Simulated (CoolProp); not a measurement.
Water at several states: Z from the reference equation and from simpler models built on Tc = 373.9 °C, pc = 22.06 MPa, ω = 0.344; each cubic takes its own stable root.

Model: reference Helmholtz-energy equation of state, Wagner 2002, in CoolProp.

```
T (°C)  p (MPa)   phase  reference  van der Waals  Peng-Robinson
------  -------  ------  ---------  -------------  -------------
23.25      2.31  liquid    0.01691        0.03405        0.01987
118.35     5.39  liquid    0.03150        0.06547        0.03787
467.45     3.74     gas     0.9656         0.9629         0.9590
```
